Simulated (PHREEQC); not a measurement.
A solution holds 0.048 mol/kgw FeCl3, at 25 °C. Closed to the air; pH follows from the charge balance.

The numbers come from PHREEQC with the ion-association model, wateq4f.dat.

Q: The ionic strength comes out as 0.216 mol/kgw. What activity coefficients do Cl-, FeCl+2, H+, Fe+3, Fe2(OH)2+4 get?

A: Cl- 0.71, FeCl+2 0.29, H+ 0.79, Fe+3 0.13, Fe2(OH)2+4 0.0087.

Precipitation was switched off in this run. Examples of supersaturated solids here: Hematite (slow to form), Goethite (slow to form). Others may be too. Complexes and solids missing from the database can't appear.
